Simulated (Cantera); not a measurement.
A Cantera script and its output.

```python
import numpy as np
import cantera as ct

gas = ct.Solution("h2o2.yaml")
gas.TPX = 300, 65000, {'H2': 1, 'O2': 0.167, 'N2': 0.817}
flame = ct.FreeFlame(gas, width=0.054)
flame.set_refine_criteria(ratio=3, slope=0.08, curve=0.16)
flame.transport_model = "mixture-averaged"
flame.solve(loglevel=0, auto=True)
flame.transport_model = "multicomponent"
flame.soret_enabled = True
flame.solve(loglevel=0, refine_grid=True)
z, T = flame.grid, flame.T
thick = (T[-1] - T[0]) / np.gradient(T, z).max()
show = ['H2', 'O2', 'H2O2', 'OH', 'HO2', 'O']
print(f"laminar burning velocity  {flame.velocity[0] * 100:.3f} cm/s")
print(f"burnt temperature         {T[-1]:.1f} K")
print(f"thermal thickness         {thick * 1e3:.4f} mm")
print(f"grid points               {len(z)}")
z0 = z[flame.heat_release_rate.argmax()]
print(f"{'z/mm':>9s}{'T/K':>9s}{'u/(m/s)':>9s}" + "".join(f"{s:>11s}" for s in show))
rows = []
for k in (-3, -2, -1.5, -1, -0.5, -0.25, 0, 0.25, 0.5, 1, 2, 4, 8):
    zz = z0 + k * thick
    rows.append([k * thick, np.interp(zz, z, T), np.interp(zz, z, flame.velocity),
                 *(np.interp(zz, z, flame.X[gas.species_index(s)]) for s in show)])
    print(f"{rows[-1][0] * 1e3:9.3f}{rows[-1][1]:9.1f}{rows[-1][2]:9.3f}" + "".join(f"{x:11.3e}" for x in rows[-1][3:]))
```

Result:

```
laminar burning velocity  166.856 cm/s
burnt temperature         1634.5 K
thermal thickness         0.6565 mm
grid points               124
     z/mm      T/K  u/(m/s)         H2         O2       H2O2         OH        HO2          O
   -1.970    300.0    1.669  5.040e-01  8.417e-02  8.888e-13  1.083e-15  3.858e-12  7.834e-13
   -1.313    300.0    1.668  5.040e-01  8.418e-02  1.127e-10  7.031e-14  4.785e-10  4.754e-11
   -0.985    300.1    1.668  5.037e-01  8.423e-02  1.214e-09  9.455e-13  5.111e-09  3.449e-10
   -0.657    301.1    1.667  5.012e-01  8.466e-02  6.867e-08  4.203e-10  2.847e-07  8.575e-09
   -0.328    352.2    1.847  4.687e-01  8.946e-02  2.638e-05  1.242e-05  1.279e-04  1.818e-06
   -0.164    601.2    3.076  4.418e-01  8.212e-02  5.446e-05  3.398e-04  1.723e-04  6.909e-05
    0.000    915.7    4.683  4.108e-01  6.112e-02  6.676e-06  3.049e-04  6.134e-05  3.473e-04
    0.164   1141.7    5.857  3.708e-01  3.265e-02  3.028e-07  4.832e-04  2.601e-05  7.184e-04
    0.328   1266.3    6.514  3.445e-01  1.197e-02  1.011e-07  4.881e-04  8.948e-06  4.819e-04
    0.657   1365.4    7.023  3.346e-01  1.092e-03  3.523e-08  3.876e-04  7.537e-07  8.521e-05
    1.313   1441.4    7.391  3.401e-01  2.944e-05  2.592e-08  3.723e-04  1.953e-08  2.992e-05
    2.626   1509.0    7.709  3.469e-01  4.185e-06  1.829e-08  3.235e-04  3.471e-09  1.681e-05
    5.252   1561.6    7.951  3.523e-01  1.890e-06  1.021e-08  2.425e-04  1.760e-09  7.753e-06
```

Detailed kinetics in Cantera: the H2/O2 subset of GRI-Mech 3.0, which has no nitrogen chemistry. Burning velocities carry a grid error of a few per cent, more on coarse grids.
